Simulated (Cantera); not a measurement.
An isothermal, constant-pressure homogeneous reactor starts with NO : N₂ = 1 : 0.7 (molar parts), at 1750 K and 12000 Pa.

Cantera simulation using GRI-Mech 3.0 (53 species, 325 reactions); the numbers are that mechanism's predictions, not measurements.

x: mole fraction; the columns are a selection and need not sum to one.

```csv
t (s),x NO,x O,x O₂,x NO₂,x N₂O,x N₂
9.00e-6,0.588,5.43e-8,6.62e-12,2.79e-10,5.45e-8,0.412
5.13e-5,0.588,3.02e-7,2.12e-10,…,3.10e-7,0.412
0.000292,0.588,1.52e-6,6.42e-9,…,1.76e-6,0.412
0.00166,0.588,5.13e-6,1.91e-7,…,9.73e-6,0.412
0.00949,0.588,1.24e-5,8.87e-6,…,4.68e-5,0.412
0.0541,0.588,1.98e-5,0.000236,…,0.000121,0.412
0.308,0.584,2.22e-5,0.00187,…,0.000130,0.414
1.76,0.566,3.09e-5,0.0111,…,0.000120,0.423
10.0,0.473,5.62e-5,0.0574,…,8.04e-5,0.469
```

**Question.** Fill in the missing entries.

**Answer.** 
- 5.13e-5, x NO₂: 8.87e-9
- 0.000292, x NO₂: 2.60e-7
- 0.00166, x NO₂: 5.22e-6
- 0.00949, x NO₂: 4.21e-5
- 0.0541, x NO₂: 8.42e-5
- 0.308, x NO₂: 9.71e-5
- 1.76, x NO₂: 0.000143
- 10.0, x NO₂: 0.000240
